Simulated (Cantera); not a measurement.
**Adiabatic ignition**

An adiabatic, constant-volume homogeneous reactor starts with 20.9 % H2, 16.6 % O2, 62.4 % N2, equivalence ratio 0.63, at 1123 K and 0.987 atm.

Cantera simulation using the H2/O2 subset of GRI-Mech 3.0, which has no nitrogen chemistry; the numbers are that mechanism's predictions, not measurements.

```tsv
t (s)	T (K)	P (bar)	x H2	x O2	x OH	x H2O2	x HO2
2.00e-6	1123	1.00	0.209	0.166	6.47e-11	<1e-12	1.10e-9
4.51e-6	1123	1.00	0.209	0.166	2.26e-10	3.64e-12	2.79e-9
1.02e-5	1123	1.00	0.209	0.166	1.19e-9	2.34e-11	9.43e-9
2.30e-5	1123	1.00	0.209	0.166	2.29e-8	3.53e-10	1.17e-7
5.18e-5	1124	1.00	0.209	0.166	1.71e-5	3.00e-7	4.65e-5
0.000117	2622	2.13	0.0111	0.0638	0.0252	5.90e-7	1.44e-5
0.000264	2700	2.19	0.00820	0.0639	0.0228	8.19e-7	1.66e-5
0.000595	2700	2.19	0.00820	0.0639	0.0228	8.19e-7	1.66e-5
0.00134	2700	2.19	0.00820	0.0639	0.0228	8.19e-7	1.66e-5
0.00303	2700	2.19	0.00820	0.0639	0.0228	8.19e-7	1.66e-5
0.00684	2700	2.19	0.00820	0.0639	0.0228	8.19e-7	1.66e-5
0.0154	2700	2.19	0.00820	0.0639	0.0228	8.19e-7	1.66e-5
0.0348	2700	2.19	0.00820	0.0639	0.0228	8.19e-7	1.66e-5
0.0786	2700	2.19	0.00820	0.0639	0.0228	8.19e-7	1.66e-5
0.177	2700	2.19	0.00820	0.0639	0.0228	8.19e-7	1.66e-5
0.400	2700	2.19	0.00820	0.0639	0.0228	8.19e-7	1.66e-5
```
x: mole fraction; the columns are a selection and need not sum to one.

The time of steepest temperature rise is 73.4 µs and the temperature at 0.400 s is 2700 K. The equilibrium temperature is 2700 K. The x(H2) at 0.400 s is 0.00820 (gas-phase equilibrium 0.00820). The x(O2) at 0.400 s is 0.0639 (gas-phase equilibrium 0.0639) and the x(OH) at 0.400 s is 0.0228 (gas-phase equilibrium 0.0228).
